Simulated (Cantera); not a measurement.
Gas mixture: 100 % NO, at 0.143 Torr, frozen composition.

Cantera's kinetic-theory transport with the Lennard-Jones parameters of GRI-Mech 3.0, ideal gas; thermal conductivity in the mixture-averaged form. The composition is frozen, though it would react at the higher temperatures.

D: mixture-averaged diffusion coefficient of that species in the mixture.

```csv
T (K),ρ (kg/m³),cp (J/kg/K),μ (µPa s),λ (mW/m/K),Pr,D (cm²/s) C₂H₂,D (cm²/s) H₂O,D (cm²/s) NH₃
400,0.000171,998.6,23.1,32.4,0.712,1470,2080,2010
650,0.000105,1054,…,…,0.706,…,…,…
900,7.62e-5,1114,40.1,63.0,0.708,5970,9130,8630
1150,5.96e-5,1153,47.0,76.7,0.707,9020,14000,13100
1400,4.90e-5,1181,…,…,0.706,…,…,…
1650,4.16e-5,1202,59.4,101,0.706,16500,25800,24200
1900,3.61e-5,1219,65.1,112,0.706,20800,32700,30700
```

**Question.** Fill in the missing entries.

**Answer.** 
- 650, μ (µPa s): 32.3
- 650, λ (mW/m/K): 48.2
- 650, D (cm²/s) C₂H₂: 3430
- 650, D (cm²/s) H₂O: 5120
- 650, D (cm²/s) NH₃: 4880
- 1400, μ (µPa s): 53.4
- 1400, λ (mW/m/K): 89.4
- 1400, D (cm²/s) C₂H₂: 12500
- 1400, D (cm²/s) H₂O: 19500
- 1400, D (cm²/s) NH₃: 18400
